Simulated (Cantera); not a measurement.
A perfectly stirred reactor is fed with N₂O : N₂ = 1 : 6.5 (molar parts), at 0.0263 atm; it is held at 1523 K, and followed from long to short residence time.

Model: GRI-Mech 3.0 (53 species, 325 reactions), integrated in Cantera. GRI-Mech 3.0 was tuned for natural gas; its chemistry of N2O as a main component is partial and can be far from experiment. Radical loss at walls, strong at low pressure, is not modelled. The temperature is held fixed by assumption; the heat of reaction is taken as removed at once.

x: mole fraction; the columns are a selection and need not sum to one.

| τ (s) | x N₂O | x O | x O₂ | x NO₂ | x N₂ |
|---|---|---|---|---|---|
| 7.3 | 0.00839 | 8.17e-5 | 0.0440 | 5.70e-6 | 0.918 |
| 2.7 | 0.0201 | 8.60e-5 | 0.0395 | 5.18e-6 | 0.913 |
| 0.97 | 0.0437 | 8.79e-5 | 0.0311 | 3.99e-6 | 0.903 |
| 0.35 | 0.0765 | 8.85e-5 | 0.0197 | 2.38e-6 | 0.890 |
| 0.13 | … | 8.84e-5 | … | … | 0.878 |
| 0.047 | 0.121 | 8.78e-5 | 0.00415 | 3.88e-7 | 0.872 |
| 0.017 | 0.129 | 8.57e-5 | 0.00155 | 1.04e-7 | 0.869 |
| 0.0063 | 0.132 | 8.05e-5 | … | … | 0.867 |
| 0.0023 | 0.133 | 6.90e-5 | 0.000175 | 2.59e-9 | 0.867 |
| 0.00083 | 0.133 | 4.93e-5 | 4.51e-5 | 1.91e-10 | 0.867 |
| 0.00030 | 0.133 | 2.76e-5 | 9.13e-6 | 8.05e-12 | 0.867 |

Question: Some entries are withheld; supply them.

Answer: 
- 0.13, x N₂O: 0.105
- 0.13, x O₂: 0.00997
- 0.13, x NO₂: 1.10e-6
- 0.0063, x O₂: 0.000553
- 0.0063, x NO₂: 2.05e-8
